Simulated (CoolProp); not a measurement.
Vapour-liquid equilibrium of ethane (1) + C3F8 (R218) (2) at -90.95 °C; x and y are mole fractions of (1).

Values from CoolProp's multi-fluid Helmholtz-energy mixture model, Bücker 2006 and Lemmon 2006; pair parameters Bell 2016.

```csv
x,"bubble pressure, mixture model (MPa)","bubble pressure, Raoult's law (MPa)","y, mixture model","y, Raoult's law"
0.05,0.01925,0.007832,0.822,0.568
0.15,0.04639,0.01638,0.932,0.815
0.25,0.06450,0.02492,0.954,0.893
0.35,0.07397,0.03347,0.962,0.931
0.45,0.07762,0.04201,0.965,0.953
0.55,0.07839,0.05055,0.965,0.968
0.65,0.07850,0.05910,0.966,0.979
0.75,0.07935,0.06764,0.967,0.987
0.85,0.08176,0.07619,0.972,0.993
0.95,0.08611,0.08473,0.987,0.998
```

The largest gap from Raoult's law is +183.2 % in bubble pressure, at x = 0.15. No azeotrope shows between x = 0.05 and 0.95.

The pair parameters rest on a limited set of measurements; away from them the model extrapolates. With so large a gap from Raoult's law the liquid may split in two, which this calculation doesn't test in full.
